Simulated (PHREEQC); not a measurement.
Dissolve 0.0011 mol/kgw HF and 0.00043 mol/kgw NH4HF2 at 20 °C. Closed to the air; pH follows from the charge balance.

Computed with PHREEQC (ion-association model, phreeqc.dat).

| Property | Value |
|---|---|
| pH | 3.21 |
| ionic strength | 0.00108 mol/kgw |
| specific conductance | 273 µS/cm |
| total alkalinity | -1.53 meq/kg |

```csv
species,molality,activity,log γ
F-,0.00107,0.00103,-0.016
HF,0.000882,0.000882,0.000
H+,0.000645,0.000623,-0.015
NH4+,0.000430,0.000414,-0.016
HF2-,3.48e-6,3.35e-6,-0.016
```

This is a speciation only: nothing precipitates in the calculation. Species that the database lacks are ignored.
